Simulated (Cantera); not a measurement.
Feed: 1 mol CH3SiH3, 0.015 mol C2H2, 22 mol H2, at 702 °C and 140 Pa.

Equilibrium computed with Cantera from the NASA thermochemical tables; the gas is ideal and each condensed phase is pure. Candidate condensed phases: C, C6H6, C7H8, C8H18, Si, SiC; 87 gas species. The feed counts by its element totals alone. Kinetics and transport are ignored.

Base state: H2 1.000, CH4 0.000176 (mole fractions); condensed: C(graphite) + SiC(s).

Task: What changes in the equilibrium state with this change: CH3SiH3 replaced by Si(CH3)4?

Result: 
```tsv
species	before	after
H2	1.000	1.000
CH4	0.000176	0.000176
C(graphite), mol	0.0256	3.03
SiC(s), mol	1.00	1.00
```
